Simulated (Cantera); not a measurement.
What does this Cantera script print?

```python
import numpy as np
import cantera as ct

gas = ct.Solution("gri30.yaml", transport_model="mixture-averaged")
show = ['NO', 'O', 'NH3']

rows = []
print(f"{'T/K':>7s}{'rho':>11s}{'cp':>10s}{'mu':>11s}{'lambda':>11s}{'Pr':>7s}" + "".join(f"{'D_' + s:>11s}" for s in show))
for T in [400, 600, 800, 1000, 1200, 1400, 1600, 1800]:
    gas.TPX = T, 610, {'CH3OH': 0.11}
    Pr = gas.cp_mass * gas.viscosity / gas.thermal_conductivity
    D = [gas.mix_diff_coeffs_mole[gas.species_index(s)] for s in show]
    rows.append([gas.density, gas.cp_mass, gas.viscosity, gas.thermal_conductivity, Pr, *D])
    print(f"{T:7g}{gas.density:11.4e}{gas.cp_mass:10.1f}{gas.viscosity:11.4e}"
          f"{gas.thermal_conductivity:11.4e}{Pr:7.3f}" + "".join(f"{d:11.4e}" for d in D))
print("SI units: kg/m3, J/kg/K, Pa s, W/m/K, m2/s")
```

It prints:

```
    T/K        rho        cp         mu     lambda     Pr       D_NO        D_O      D_NH3
    400 5.8770e-03    1604.1 1.3101e-05 2.8202e-02  0.745 4.3209e-03 6.9650e-03 4.3731e-03
    600 3.9180e-03    2101.4 1.9689e-05 5.5467e-02  0.746 9.0355e-03 1.4454e-02 9.7883e-03
    800 2.9385e-03    2490.7 2.5767e-05 8.5885e-02  0.747 1.4992e-02 2.3884e-02 1.6992e-02
   1000 2.3508e-03    2798.1 3.1307e-05 1.1666e-01  0.751 2.2040e-02 3.5029e-02 2.5742e-02
   1200 1.9590e-03    3031.2 3.6380e-05 1.4673e-01  0.752 3.0082e-02 4.7737e-02 3.5870e-02
   1400 1.6791e-03    3214.4 4.1062e-05 1.7565e-01  0.751 3.9046e-02 6.1901e-02 4.7256e-02
   1600 1.4692e-03    3357.2 4.5424e-05 2.0324e-01  0.750 4.8882e-02 7.7441e-02 5.9807e-02
   1800 1.3060e-03    3468.1 4.9524e-05 2.2945e-01  0.749 5.9548e-02 9.4294e-02 7.3455e-02
SI units: kg/m3, J/kg/K, Pa s, W/m/K, m2/s
```

Detailed kinetics in Cantera: GRI-Mech 3.0 (53 species, 325 reactions). Polar gases are described roughly by these parameters. The composition is frozen, though it would react at the higher temperatures.
